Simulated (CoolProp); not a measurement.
Saturation properties of C2F6 (R116) (Tc = 293.0 K, pc = 3048 kPa, ω = 0.257).

The numbers come from the reference Helmholtz-energy equation of state, Lemmon 2006 in CoolProp. It is a short technical equation, of lower accuracy than the large ones.

```json
[
 {"T (K)": "203.8", "p (kPa)": "158.4", "vapour Z": "0.9382", "surface tension (mN/m)": "9.87", "vapour viscosity (µPa s)": "9.51"},
 {"T (K)": "206.9", "p (kPa)": "183.7", "vapour Z": "0.9314", "surface tension (mN/m)": "9.45", "vapour viscosity (µPa s)": "9.65"},
 {"T (K)": "210", "p (kPa)": "211.9", "vapour Z": "0.9241", "surface tension (mN/m)": "9.04", "vapour viscosity (µPa s)": "___"},
 {"T (K)": "213.1", "p (kPa)": "243.4", "vapour Z": "0.9164", "surface tension (mN/m)": "8.63", "vapour viscosity (µPa s)": "9.92"},
 {"T (K)": "216.2", "p (kPa)": "278.3", "vapour Z": "0.9081", "surface tension (mN/m)": "8.22", "vapour viscosity (µPa s)": "10.1"},
 {"T (K)": "219.3", "p (kPa)": "316.9", "vapour Z": "0.8994", "surface tension (mN/m)": "___", "vapour viscosity (µPa s)": "___"},
 {"T (K)": "222.4", "p (kPa)": "359.3", "vapour Z": "0.8901", "surface tension (mN/m)": "7.42", "vapour viscosity (µPa s)": "10.3"},
 {"T (K)": "225.5", "p (kPa)": "406.0", "vapour Z": "0.8803", "surface tension (mN/m)": "7.02", "vapour viscosity (µPa s)": "10.5"},
 {"T (K)": "228.6", "p (kPa)": "457.0", "vapour Z": "0.8698", "surface tension (mN/m)": "6.63", "vapour viscosity (µPa s)": "10.6"},
 {"T (K)": "231.7", "p (kPa)": "512.6", "vapour Z": "0.8589", "surface tension (mN/m)": "___", "vapour viscosity (µPa s)": "10.8"},
 {"T (K)": "234.8", "p (kPa)": "573.2", "vapour Z": "0.8472", "surface tension (mN/m)": "___", "vapour viscosity (µPa s)": "10.9"},
 {"T (K)": "237.9", "p (kPa)": "638.9", "vapour Z": "0.8350", "surface tension (mN/m)": "5.47", "vapour viscosity (µPa s)": "11.1"},
 {"T (K)": "241", "p (kPa)": "710.1", "vapour Z": "___", "surface tension (mN/m)": "5.09", "vapour viscosity (µPa s)": "11.3"},
 {"T (K)": "244.1", "p (kPa)": "787.0", "vapour Z": "0.8084", "surface tension (mN/m)": "4.72", "vapour viscosity (µPa s)": "11.4"},
 {"T (K)": "247.2", "p (kPa)": "869.9", "vapour Z": "0.7940", "surface tension (mN/m)": "4.36", "vapour viscosity (µPa s)": "11.6"}
]
```

Q: What belongs in the gaps?

A: 
- 210, vapour viscosity (µPa s): 9.79
- 219.3, surface tension (mN/m): 7.82
- 219.3, vapour viscosity (µPa s): 10.2
- 231.7, surface tension (mN/m): 6.24
- 234.8, surface tension (mN/m): 5.85
- 241, vapour Z: 0.8220

It boils at 195.1 K under 1 atm.

Viscosity comes from a separate model (Huber 2003), an estimate that may be off by 10 % or more. Surface tension comes from a separate correlation (Mulero 2012).
